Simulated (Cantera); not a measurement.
What does this Cantera script print?

```python
import numpy as np
import cantera as ct

gas_names = """
    N NO NO2 NO3 N2 N2O O O2 O3 V VN VO VO2
""".split()
cond_names = """
    V(cr) V(L) VN(s) VO(s) VO(L) V2O3(s) V2O3(L) V2O4(I) V2O4(II) V2O4(L) V2O5(s) V2O5(L)
""".split()


def load(file, names, dense=False):
    # The tables refer to 1 bar. Condensed volumes are neglected.
    table = {s.name: s for s in ct.Species.list_from_file(file)}
    out = []
    for n in names:
        d = dict(table[n].input_data)
        d["thermo"] = dict(d["thermo"], **{"reference-pressure": 1e5})
        if dense:
            d["equation-of-state"] = {"model": "constant-volume", "density": "1e6 g/cm^3"}
        out.append(ct.Species.from_dict(d))
    return out


gas = ct.Solution(thermo="ideal-gas", species=load("nasa_gas.yaml", gas_names))
cond = {s.name: ct.Solution(thermo="fixed-stoichiometry", species=[s], name=s.name)
        for s in load("nasa_condensed.yaml", cond_names, dense=True)}
atoms = {
    'V': {'V': 1},
    'N2O': {'N': 2, 'O': 1},
    'N2': {'N': 2},
}
top_T = {'VN(s)': 2300}  # K; cautious upper limits of use, not melting points


def equilibrate(T, P, feed):
    n = {}
    for name, mol in feed.items():
        for a, k in atoms[name].items():
            n[a] = n.get(a, 0.0) + k * mol
    gas.TPX = T, P, n
    mass = sum(n.values()) * gas.mean_molecular_weight
    gas.equilibrate("TP")
    valid = [c for c in cond.values() if c.min_temp <= T <= top_T.get(c.name, c.max_temp)]
    mix = ct.Mixture([(gas, mass / gas.mean_molecular_weight)] + [(c, 0.0) for c in valid])
    mix.T, mix.P = T, P
    mix.equilibrate("TP", solver="vcs", rtol=1e-11, max_steps=5000)
    return mix


results = []
feed = {'V': 1, 'N2O': 0.13, 'N2': 2.1}  # mol
T = 1850  # K
P = 4200  # Pa
mix = equilibrate(T, P, feed)
results.append((T, P, feed, dict(zip(mix.species_names, mix.species_moles))))
print(gas.report(threshold=0.0001))
for i in range(1, mix.n_phases):
    print(f"{mix.phase(i).name:16s} {mix.phase_moles(i):12.5e} mol")
```

It prints:

```
       temperature   1850 K
          pressure   4200 Pa
           density   0.0076493 kg/m^3
  mean mol. weight   28.014 kg/kmol
   phase of matter   gas

                          1 kg             1 kmol
                     ---------------   ---------------
          enthalpy        1.8102e+06        5.0712e+07  J
   internal energy        1.2612e+06         3.533e+07  J
           entropy            9838.1        2.7561e+05  J/K
    Gibbs function        -1.639e+07       -4.5916e+08  J
 heat capacity c_p            1274.6             35707  J/K
 heat capacity c_v            977.79             27392  J/K

                      mass frac. Y      mole frac. X     chem. pot. / RT
                     ---------------   ---------------   ---------------
                N2           0.99998           0.99999           -29.851
     [  +12 minor]        1.7988e-05        6.9417e-06

V(cr)             0.00000e+00 mol
VN(s)             8.70004e-01 mol
VO(s)             1.29983e-01 mol
V2O3(s)           0.00000e+00 mol
V2O4(L)           0.00000e+00 mol
V2O5(L)           0.00000e+00 mol
```

Equilibrium computed with Cantera from the NASA thermochemical tables; the gas is ideal and each condensed phase is pure. Mutual solubility and eutectic melting of coexisting phases are not modelled. VN, VO: taken at fixed stoichiometry. Condensed phases not in the tables: solid solutions among these carbides, nitrides and lower oxides, V2N.
